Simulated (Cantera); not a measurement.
What does this Cantera script print?

```python
import numpy as np
import cantera as ct

gas_names = """
    C CH CH2 CH3 CH2OH CH3O CH4 CH3OH CO CO2 COOH C2 C2H CHCO,ketyl C2H2,acetylene C2H2,vinylidene
    CH2CO,ketene C2H3,vinyl CH3CO,acetyl C2H4 C2H4O,ethylen CH3CHO,ethanal CH3COOH (HCOOH)2 C2H5 C2H6
    CH3OCH3 C2H5OH C2O C3 C3H3,propargyl C3H4,allene C3H4,propyne C3H4,cyclo- C3H5,allyl C3H6,propylene
    C3H6,cyclo- C3H6O C3H7,n-propyl C3H7,i-propyl C3H8 C3H8O,1propanol C3H8O,2propanol C3O2 C4 C4H2
    C4H4,1,3-cyclo- C4H6,butadiene C4H6,2-butyne C4H6,cyclo- C4H8,1-butene C4H8,cis2-buten
    C4H8,tr2-butene C4H8,isobutene C4H8,cyclo- (CH3COOH)2 C4H9,n-butyl C4H9,i-butyl C4H9,s-butyl
    C4H9,t-butyl C4H10,isobutane C4H10,n-butane C5 C5H6,1,3cyclo- C5H8,cyclo- C5H10,1-pentene
    C5H10,cyclo- C5H11,pentyl C5H11,t-pentyl C5H12,n-pentane C5H12,i-pentane CH3C(CH3)2CH3 C6H2
    C6H5,phenyl C6H5O,phenoxy C6H6 C6H5OH,phenol C6H10,cyclo- C6H12,1-hexene C6H12,cyclo- C6H13,n-hexyl
    C7H7,benzyl C7H8 C7H8O,cresol C7H14,1-heptene C7H15,n-heptyl C7H16,n-heptane C8H8,styrene
    C8H10,ethylbenz C8H16,1-octene C8H17,n-octyl C8H18,isooctane C8H18,n-octane C9H19,n-nonyl
    C10H8,naphthale C10H21,n-decyl C12H9,o-bipheny C12H10,bipheny H HCO HO2 H2 HCHO,formaldehy HCOOH H2O
    H2O2 O OH O2 O3
""".split()
cond_names = """
    C(gr) C6H6(L) C7H8(L) C8H18(L),n-octa H2O(s) H2O(L)
""".split()


def load(file, names, dense=False):
    # The tables refer to 1 bar. Condensed volumes are neglected.
    table = {s.name: s for s in ct.Species.list_from_file(file)}
    out = []
    for n in names:
        d = dict(table[n].input_data)
        d["thermo"] = dict(d["thermo"], **{"reference-pressure": 1e5})
        if dense:
            d["equation-of-state"] = {"model": "constant-volume", "density": "1e6 g/cm^3"}
        out.append(ct.Species.from_dict(d))
    return out


gas = ct.Solution(thermo="ideal-gas", species=load("nasa_gas.yaml", gas_names))
cond = {s.name: ct.Solution(thermo="fixed-stoichiometry", species=[s], name=s.name)
        for s in load("nasa_condensed.yaml", cond_names, dense=True)}
atoms = {
    'C6H6': {'C': 6, 'H': 6},
    'O2': {'O': 2},
}
top_T = {'C(gr)': 4500}  # K; cautious upper limits of use, not melting points


def equilibrate(T, P, feed):
    n = {}
    for name, mol in feed.items():
        for a, k in atoms[name].items():
            n[a] = n.get(a, 0.0) + k * mol
    gas.TPX = T, P, n
    mass = sum(n.values()) * gas.mean_molecular_weight
    gas.equilibrate("TP")
    valid = [c for c in cond.values() if c.min_temp <= T <= top_T.get(c.name, c.max_temp)]
    mix = ct.Mixture([(gas, mass / gas.mean_molecular_weight)] + [(c, 0.0) for c in valid])
    mix.T, mix.P = T, P
    mix.equilibrate("TP", solver="vcs", rtol=1e-11, max_steps=5000)
    return mix


results = []
feed = {'C6H6': 1, 'O2': 0.3}  # mol
T = 1823.15  # K
P = 2400  # Pa
mix = equilibrate(T, P, feed)
results.append((T, P, feed, dict(zip(mix.species_names, mix.species_moles))))
print(gas.report(threshold=1e-06))
for i in range(1, mix.n_phases):
    print(f"{mix.phase(i).name:16s} {mix.phase_moles(i):12.5e} mol")
```

It prints:

```
       temperature   1823.2 K
          pressure   2400 Pa
           density   0.0010045 kg/m^3
  mean mol. weight   6.3447 kg/kmol
   phase of matter   gas

                          1 kg             1 kmol
                     ---------------   ---------------
          enthalpy        4.6828e+06        2.9711e+07  J
   internal energy        2.2936e+06        1.4552e+07  J
           entropy             36539        2.3183e+05  J/K
    Gibbs function       -6.1934e+07       -3.9295e+08  J
 heat capacity c_p            5351.4             33953  J/K
 heat capacity c_v              4041             25639  J/K

                      mass frac. Y      mole frac. X     chem. pot. / RT
                     ---------------   ---------------   ---------------
               CH4        2.9872e-05        1.1814e-05           -48.781
                CO           0.73485           0.16646           -40.206
    C2H2,acetylene         0.0007215        0.00017581           -28.247
                 H        0.00040548         0.0025522           -11.552
                H2           0.26398            0.8308           -23.105
     [ +105 minor]        4.9618e-06        1.7303e-06

C(gr)             5.39869e+00 mol
```

Cantera equilibrium calculation (NASA polynomials, part measured and part estimated; ideal gas, pure solids and liquids).
